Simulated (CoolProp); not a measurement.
Saturation properties of cyclopropane (Tc = 398.7 K, pc = 56.05 bar, ω = 0.131).

Model: reference Helmholtz-energy equation of state, Polt 1992, in CoolProp. This equation is an older, rougher fit; its heat capacities, sound speeds and derivatives of the liquid may be far off and weren't checked against measurements.

```json
[
 {"T (K)": "281.1", "p (bar)": "4.436", "liquid density (kg/m³)": "644.6", "vapour density (kg/m³)": "8.820", "enthalpy of vaporisation (kJ/kg)": "428.9", "surface tension (mN/m)": "13.7"},
 {"T (K)": "285.1", "p (bar)": "5.006", "liquid density (kg/m³)": "638.8", "vapour density (kg/m³)": "9.901", "enthalpy of vaporisation (kJ/kg)": "422.6", "surface tension (mN/m)": "?"},
 {"T (K)": "289.1", "p (bar)": "5.629", "liquid density (kg/m³)": "632.9", "vapour density (kg/m³)": "11.08", "enthalpy of vaporisation (kJ/kg)": "416.4", "surface tension (mN/m)": "?"},
 {"T (K)": "293.1", "p (bar)": "6.307", "liquid density (kg/m³)": "626.8", "vapour density (kg/m³)": "12.37", "enthalpy of vaporisation (kJ/kg)": "410.3", "surface tension (mN/m)": "?"},
 {"T (K)": "297.1", "p (bar)": "7.043", "liquid density (kg/m³)": "620.7", "vapour density (kg/m³)": "13.76", "enthalpy of vaporisation (kJ/kg)": "404.2", "surface tension (mN/m)": "11.3"},
 {"T (K)": "301", "p (bar)": "7.819", "liquid density (kg/m³)": "?", "vapour density (kg/m³)": "?", "enthalpy of vaporisation (kJ/kg)": "398.2", "surface tension (mN/m)": "?"},
 {"T (K)": "305", "p (bar)": "8.679", "liquid density (kg/m³)": "608.2", "vapour density (kg/m³)": "16.89", "enthalpy of vaporisation (kJ/kg)": "391.9", "surface tension (mN/m)": "10.1"},
 {"T (K)": "309", "p (bar)": "9.606", "liquid density (kg/m³)": "601.8", "vapour density (kg/m³)": "18.67", "enthalpy of vaporisation (kJ/kg)": "385.6", "surface tension (mN/m)": "9.55"},
 {"T (K)": "313", "p (bar)": "10.60", "liquid density (kg/m³)": "595.1", "vapour density (kg/m³)": "20.61", "enthalpy of vaporisation (kJ/kg)": "379.1", "surface tension (mN/m)": "8.99"},
 {"T (K)": "317", "p (bar)": "11.67", "liquid density (kg/m³)": "588.4", "vapour density (kg/m³)": "22.70", "enthalpy of vaporisation (kJ/kg)": "372.4", "surface tension (mN/m)": "8.44"},
 {"T (K)": "321", "p (bar)": "12.82", "liquid density (kg/m³)": "581.4", "vapour density (kg/m³)": "24.98", "enthalpy of vaporisation (kJ/kg)": "365.5", "surface tension (mN/m)": "7.90"},
 {"T (K)": "325", "p (bar)": "14.05", "liquid density (kg/m³)": "574.3", "vapour density (kg/m³)": "27.44", "enthalpy of vaporisation (kJ/kg)": "358.3", "surface tension (mN/m)": "7.37"}
]
```

Problem. Complete the blanks.

Solution. 
- 285.1, surface tension (mN/m): 13.0
- 289.1, surface tension (mN/m): 12.4
- 293.1, surface tension (mN/m): 11.8
- 301, liquid density (kg/m³): 614.6
- 301, vapour density (kg/m³): 15.24
- 301, surface tension (mN/m): 10.7

Surface tension comes from a separate correlation (Mulero 2014).
